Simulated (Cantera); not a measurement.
A freely propagating, adiabatic, planar premixed flame of H₂ : O₂ : N₂ = 1 : 0.217 : 0.817 (molar parts), equivalence ratio 2.3, unburnt at 675 K and 6450 Torr; mixture-averaged transport, grid criteria slope 0.08 and curve 0.16, no radiation.

Detailed kinetics in Cantera: the H2/O2 subset of GRI-Mech 3.0, which has no nitrogen chemistry. The hydrogen kinetics of GRI-Mech 3.0 are dated; newer H2 mechanisms differ, most at raised pressure. Burning velocities carry a grid error of a few per cent, more on coarse grids.

Task: What does this change do: 0.19 parts H2O added?

Result: 
```csv
quantity,before,after
laminar burning velocity,1040 cm/s,737 cm/s
thermal thickness,0.0314 mm,0.0306 mm
peak x(O),0.00170,0.000936
peak x(H₂O₂),5.43e-5,0.000113
peak x(H),0.0468,0.0282
```
